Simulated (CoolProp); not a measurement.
Aqueous calcium chloride as a coolant, at 16 °C, 1 atm.

Values from CoolProp's Melinder's fits for secondary coolants.

```tsv
mass %	freezing point (°C)	Prandtl number	cp (kJ/(kg K))	density (kg/m³)	conductivity (W/(m K))
2	-0.9	8.04	4.059	1014	0.589
4.5	-2.1	8.26	3.911	1036	0.587
6.9	-3.5	8.49	3.773	1057	0.584
9.4	-5.3	8.78	3.633	[?]	0.581
11.8	-7.5	9.14	3.502	[?]	0.578
14.3	-10.2	[?]	3.370	1127	0.576
16.7	[?]	[?]	3.250	1150	0.573
19.2	-16.9	[?]	3.135	1174	0.570
21.6	-21.2	12.2	3.036	1197	0.567
24.1	-26.7	13.6	2.944	1222	[?]
26.5	-33.6	15.3	2.866	[?]	0.560
```

Task: Complete the blanks.

Result: 
- 9.4, density (kg/m³): 1081
- 11.8, density (kg/m³): 1103
- 14.3, Prandtl number: 9.63
- 16.7, freezing point (°C): -13.2
- 16.7, Prandtl number: 10.3
- 19.2, Prandtl number: 11.1
- 24.1, conductivity (W/(m K)): 0.563
- 26.5, density (kg/m³): 1246
